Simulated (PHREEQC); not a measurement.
Solution (25 °C): 25 mmol/kgw NH4BF4. Closed to the air; pH follows from the charge balance.

Equilibrium calculation in PHREEQC: ion-association model, phreeqc.dat.

No solid was allowed to form.

### Question
What pH, ionic strength does the model give?

### Answer
pH 2.87; ionic strength 0.0266 mol/kgw.

### Question
In which forms is F present?

### Answer
BF4- 86 %, BF3OH- 5.0 %, HF 4.8 %, F- 2.8 %, BF2(OH)2- 0.9 % of the F.

Real BF4- forms and hydrolyses slowly; the run takes it at equilibrium.
